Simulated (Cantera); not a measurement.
Charge: 1 mol FeS2, 8.1 mol H2, 1.3 mol N2, held at 1900 K and 0.00680 bar.

These are equilibrium values from Cantera (NASA tables, ideal gas, pure condensed phases), not measurements of a reactor. Candidate condensed phases: Fe, FeS, FeS2, S; 16 gas species. Kinetics and transport are ignored.

Base state: H2 0.742, N2 0.123, S2 0.0783, Fe 0.0164, SH 0.0136, H2S 0.0135, H 0.00829, S 0.00542 (mole fractions); condensed: Fe(l).

Problem. What changes in the equilibrium state with this change: temperature from 1900 K to 1848.15 K?

Solution. 
| species | before | after |
|---|---|---|
| H2 | 0.742 | 0.750 |
| N2 | 0.123 | 0.124 |
| S2 | 0.0783 | 0.0797 |
| Fe | 0.0164 | 0.00840 |
| H | 0.00829 | 0.00557 |
| H2S | 0.0135 | 0.0161 |
| SH | 0.0136 | 0.0121 |
| S | 0.00542 | 0.00371 |
| Fe(l), mol | 0.827 | 0.912 |
